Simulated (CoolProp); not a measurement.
A closed Brayton cycle with nitrogen: compressor inlet 319.15 K and 4 MPa, high pressure 11.8 MPa, turbine inlet 860 K, compressor efficiency 0.85, turbine efficiency 0.93, recuperator effectiveness 0.95 (on enthalpy, no pinch check). Each further row changes one setting.

Computed with CoolProp (reference Helmholtz-energy equation of state, Span 2000).

```json
[
 {"case": "as stated", "thermal efficiency (%)": "34.8", "net work (kJ/kg)": "84.8", "compressor to turbine work": "0.63", "compressor exit (K)": "456.5", "turbine exit (K)": "658.8"},
 {"case": "turbine inlet 810 K", "thermal efficiency (%)": "(withheld)", "net work (kJ/kg)": "71.3", "compressor to turbine work": "(withheld)", "compressor exit (K)": "456.5", "turbine exit (K)": "618.8"},
 {"case": "compressor inlet 329.15 K", "thermal efficiency (%)": "33.0", "net work (kJ/kg)": "(withheld)", "compressor to turbine work": "0.65", "compressor exit (K)": "470.6", "turbine exit (K)": "658.8"},
 {"case": "high pressure 10 MPa", "thermal efficiency (%)": "(withheld)", "net work (kJ/kg)": "79.1", "compressor to turbine work": "0.60", "compressor exit (K)": "432.7", "turbine exit (K)": "686.5"},
 {"case": "recuperator effectiveness 0.5", "thermal efficiency (%)": "24.8", "net work (kJ/kg)": "84.8", "compressor to turbine work": "0.63", "compressor exit (K)": "456.5", "turbine exit (K)": "658.8"}
]
```

Task: Complete the blanks.

Result: 
- turbine inlet 810 K, thermal efficiency (%): 31.2
- turbine inlet 810 K, compressor to turbine work: 0.67
- compressor inlet 329.15 K, net work (kJ/kg): 80.1
- high pressure 10 MPa, thermal efficiency (%): 36.7
